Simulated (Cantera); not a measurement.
Adiabatic ignition

An adiabatic, constant-pressure homogeneous reactor starts with H₂ : O₂ : N₂ = 0.35 : 1.56 : 5.88 (molar parts), equivalence ratio 0.11, at 1575 K and 9.87 atm.

Cantera simulation using GRI-Mech 3.0 (53 species, 325 reactions); the numbers are that mechanism's predictions, not measurements. The hydrogen kinetics of GRI-Mech 3.0 are dated; newer H2 mechanisms differ, most at raised pressure.

```json
[
 {"t (s)": "1.00e-6", "T (K)": "1575", "x H₂": "0.0448", "x O₂": "0.200", "x H": "3.24e-5", "x NO": "7.66e-12", "x H₂O₂": "1.03e-7", "x N₂O": "4.98e-10"},
 {"t (s)": "3.40e-6", "T (K)": "1809", "x H₂": "0.000843", "x O₂": "0.177", "x H": "0.00101", "x NO": "4.50e-6", "x H₂O₂": "1.62e-6", "x N₂O": "1.60e-6"},
 {"t (s)": "1.15e-5", "T (K)": "1879", "x H₂": "6.95e-5", "x O₂": "0.181", "x H": "2.66e-5", "x NO": "5.89e-6", "x H₂O₂": "3.72e-7", "x N₂O": "3.64e-6"},
 {"t (s)": "3.92e-5", "T (K)": "1888", "x H₂": "9.97e-6", "x O₂": "0.182", "x H": "1.61e-6", "x NO": "6.24e-6", "x H₂O₂": "1.20e-7", "x N₂O": "3.64e-6"},
 {"t (s)": "0.000133", "T (K)": "1889", "x H₂": "4.21e-6", "x O₂": "0.182", "x H": "4.93e-7", "x NO": "6.47e-6", "x H₂O₂": "7.88e-8", "x N₂O": "2.11e-6"},
 {"t (s)": "0.000452", "T (K)": "1889", "x H₂": "4.06e-6", "x O₂": "0.182", "x H": "4.69e-7", "x NO": "6.84e-6", "x H₂O₂": "7.76e-8", "x N₂O": "9.53e-7"},
 {"t (s)": "0.00153", "T (K)": "1889", "x H₂": "4.06e-6", "x O₂": "0.182", "x H": "4.69e-7", "x NO": "7.95e-6", "x H₂O₂": "7.76e-8", "x N₂O": "8.97e-7"},
 {"t (s)": "0.00521", "T (K)": "1889", "x H₂": "4.06e-6", "x O₂": "0.182", "x H": "4.69e-7", "x NO": "1.17e-5", "x H₂O₂": "7.76e-8", "x N₂O": "8.97e-7"},
 {"t (s)": "0.0177", "T (K)": "1889", "x H₂": "4.06e-6", "x O₂": "0.182", "x H": "4.68e-7", "x NO": "2.45e-5", "x H₂O₂": "7.76e-8", "x N₂O": "8.97e-7"},
 {"t (s)": "0.0601", "T (K)": "1889", "x H₂": "4.05e-6", "x O₂": "0.182", "x H": "4.68e-7", "x NO": "6.79e-5", "x H₂O₂": "7.76e-8", "x N₂O": "8.97e-7"},
 {"t (s)": "0.204", "T (K)": "1889", "x H₂": "4.04e-6", "x O₂": "0.182", "x H": "4.66e-7", "x NO": "0.000214", "x H₂O₂": "7.75e-8", "x N₂O": "8.96e-7"},
 {"t (s)": "0.694", "T (K)": "1887", "x H₂": "4.00e-6", "x O₂": "0.181", "x H": "4.60e-7", "x NO": "0.000694", "x H₂O₂": "7.71e-8", "x N₂O": "8.92e-7"},
 {"t (s)": "2.36", "T (K)": "1884", "x H₂": "3.90e-6", "x O₂": "0.181", "x H": "4.42e-7", "x NO": "0.00209", "x H₂O₂": "7.60e-8", "x N₂O": "8.83e-7"},
 {"t (s)": "8.00", "T (K)": "1878", "x H₂": "3.73e-6", "x O₂": "0.180", "x H": "4.14e-7", "x NO": "0.00432", "x H₂O₂": "7.42e-8", "x N₂O": "8.73e-7"}
]
```
x: mole fraction; the columns are a selection and need not sum to one.

```yaml
time_of_steepest_temperature_rise: 2.18 µs
temperature at 8.00 s: 1878 K
equilibrium_temperature: 1877 K
x(H₂) at 8.00 s: 3.73e-6 (gas-phase equilibrium 3.69e-6)
x(O₂) at 8.00 s: 0.180 (gas-phase equilibrium 0.179)
x(H) at 8.00 s: 4.14e-7 (gas-phase equilibrium 4.07e-7)
```
